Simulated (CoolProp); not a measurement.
A single-stage vapour-compression cycle with fluoroethane (R161): evaporating at 278.15 K (dew point), condensing at 340.15 K (bubble point), superheat 0 K, subcooling 0 K, compressor efficiency 0.9, no pressure losses. Each further row changes one setting.

The numbers come from the reference Helmholtz-energy equation of state, Wu 2012 in CoolProp.

| case | cooling COP | pressure ratio | discharge temperature (K) | refrigerating effect (kJ/kg) | volumetric capacity (kJ/m³) |
|---|---|---|---|---|---|
| as stated | 2.76 | 4.91 | 365.3 | 223 | 2670 |
| evaporating temperature 283.15 K | 3.13 | 4.20 | 362.8 | 227 | 3160 |
| condensing temperature 335.15 K | 3.15 | 4.41 | 358.9 | 236 | 2830 |
| subcooling 5 K | 2.93 | 4.91 | 365.3 | 237 | 2840 |
| superheat 10 K | 2.78 | 4.91 | 374.5 | 237 | 2690 |
| compressor efficiency 0.8 | 2.46 | 4.91 | 370.4 | 223 | 2670 |
